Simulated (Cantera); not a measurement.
Cantera run:

```python
import numpy as np
import cantera as ct

gas_names = [...]  # 123 gases of nasa_gas.yaml made of C, H, O, Si
cond_names = """
    C(gr) C6H6(L) C7H8(L) C8H18(L),n-octa H2O(s) H2O(L) Si(cr) Si(L) SiC(b) SiO2(Lqz) SiO2(hqz) SiO2(L)
""".split()


# ... load() reads the species with a 1 bar reference pressure and builds the phases ...
atoms = {
    'SiC': {'Si': 1, 'C': 1},
    'H2O': {'H': 2, 'O': 1},
    'H2': {'H': 2},
}
top_T = {'C(gr)': 4500, 'SiC(b)': 3050}  # K; cautious upper limits of use, not melting points


# ... equilibrate(T, P, feed) seeds the gas with the atoms and calls Mixture.equilibrate('TP', solver="vcs", rtol=1e-11, max_steps=5000) ...
results = []
feed = {'SiC': 1, 'H2O': 0.38, 'H2': 6.3}  # mol
T = 925  # K
P = 101325  # Pa
mix = equilibrate(T, P, feed)
results.append((T, P, feed, dict(zip(mix.species_names, mix.species_moles))))
x = sorted(zip(gas.X, gas.species_names), reverse=True)
print(f"T = {T:g} K  P = {P:g} Pa  gas = {mix.phase_moles(0):.4g} mol")
print("   x: " + "  ".join(f"{s} {v:.3e}" for v, s in x if v > 0.0001))
print("   condensed (mol): " + ("  ".join(f"{mix.phase(i).name} {mix.phase_moles(i):.4g}"
      for i in range(1, mix.n_phases) if mix.phase_moles(i) > 1e-12) or "none"))
```

Result:

```
T = 925 K  P = 101325 Pa  gas = 6.49 mol
   x: H2 9.707e-01  CH4 2.928e-02
   condensed (mol): SiC(b) 0.81  SiO2(hqz) 0.19
```

Method: chemical equilibrium by Gibbs-energy minimisation in Cantera with the NASA 1993 tables (ideal gas, pure condensed phases).
